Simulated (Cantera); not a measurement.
Input (Python, Cantera):

```python
import numpy as np
import cantera as ct

gas = ct.Solution("gri30.yaml")
gas.TPX = 625, 101325, {'CH4': 1.3, 'C2H6': 0.23, 'O2': 6.52, 'N2': 24.5}
inlet = ct.Reservoir(gas, clone=True)
gas.equilibrate("HP")  # start burning
reactor = ct.IdealGasConstPressureReactor(gas, energy="on", clone=False)
exhaust = ct.Reservoir(gas, clone=True)
tau = [0.064, 0.033, 0.017, 0.0087, 0.0045, 0.0023, 0.0012, 0.00061, 0.00031, 0.00016, 8.2e-05, 4.2e-05][0]
for a, b in ((inlet, reactor), (reactor, exhaust)):
    ct.MassFlowController(a, b, mdot=lambda t: reactor.mass / tau)
net = ct.ReactorNet([reactor])
show = ['CH4', 'C2H6', 'O2', 'O', 'CH2']

rows = []
print(f"{'tau/s':>10s}{'T/K':>9s}" + "".join(f"{s:>11s}" for s in show))
for tau in [0.064, 0.033, 0.017, 0.0087, 0.0045, 0.0023, 0.0012, 0.00061, 0.00031, 0.00016, 8.2e-05, 4.2e-05]:
    net.initial_time = 0.0
    net.advance(30 * tau)
    before = gas.X
    net.advance(40 * tau)
    drift = np.max(np.abs(gas.X - before) / (gas.X + 1e-9))
    rows.append([gas.T, *gas[show].X, drift])
    print(f"{tau:10.3e}{gas.T:9.1f}" + "".join(f"{x:11.3e}" for x in gas[show].X))
```

Result:

```
     tau/s      T/K        CH4       C2H6         O2          O        CH2
 6.400e-02   1781.8  9.500e-06  4.031e-07  9.514e-02  2.127e-04  3.829e-08
 3.300e-02   1777.6  1.448e-05  6.337e-07  9.515e-02  3.188e-04  6.709e-08
 1.700e-02   1771.6  2.206e-05  9.865e-07  9.520e-02  4.775e-04  1.156e-07
 8.700e-03   1762.8  3.390e-05  1.535e-06  9.530e-02  7.110e-04  1.965e-07
 4.500e-03   1750.4  5.226e-05  2.378e-06  9.552e-02  1.033e-03  3.248e-07
 2.300e-03   1732.5  8.275e-05  3.760e-06  9.593e-02  1.470e-03  5.304e-07
 1.200e-03   1708.2  1.334e-04  6.021e-06  9.668e-02  1.988e-03  8.385e-07
 6.100e-04   1672.7  2.325e-04  1.037e-05  9.812e-02  2.544e-03  1.342e-06
 3.100e-04   1621.9  4.559e-04  2.007e-05  1.010e-01  2.865e-03  2.216e-06
 1.600e-04   1533.0  1.309e-03  5.744e-05  1.082e-01  2.076e-03  4.290e-06
 8.200e-05    625.0  3.994e-02  7.066e-03  2.003e-01  1.101e-24 -3.269e-33
 4.200e-05    625.0  3.994e-02  7.066e-03  2.003e-01  4.626e-25 -2.799e-35
```

Computed with Cantera and GRI-Mech 3.0 (53 species, 325 reactions).
